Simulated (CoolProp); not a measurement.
A single-stage vapour-compression cycle with n-pentane: evaporating at 260.15 K (dew point), condensing at 294.15 K (bubble point), superheat 5 K, subcooling 8 K, compressor efficiency 0.6, no pressure losses. Each further row changes one setting.

Computed with CoolProp (reference Helmholtz-energy equation of state, Thol 2019).

```tsv
case	cooling COP	pressure ratio	discharge temperature (K)	refrigerating effect (kJ/kg)	volumetric capacity (kJ/m³)
as stated	4.32	4.50	315.2	344	149
evaporating temperature 265.15 K	(withheld)	(withheld)	312.2	(withheld)	(withheld)
condensing temperature 289.15 K	(withheld)	(withheld)	308.7	355	153
subcooling 13 K	(withheld)	4.50	315.2	355	153
superheat 15 K	4.35	4.50	325.6	360	149
compressor efficiency 0.5	3.60	4.50	(withheld)	344	149
```

Some entries are withheld; supply them.


- evaporating temperature 265.15 K, cooling COP: 5.25
- evaporating temperature 265.15 K, pressure ratio: 3.51
- evaporating temperature 265.15 K, refrigerating effect (kJ/kg): 352
- evaporating temperature 265.15 K, volumetric capacity (kJ/m³): 192
- condensing temperature 289.15 K, cooling COP: 5.16
- condensing temperature 289.15 K, pressure ratio: 3.70
- subcooling 13 K, cooling COP: 4.46
- compressor efficiency 0.5, discharge temperature (K): 324.1
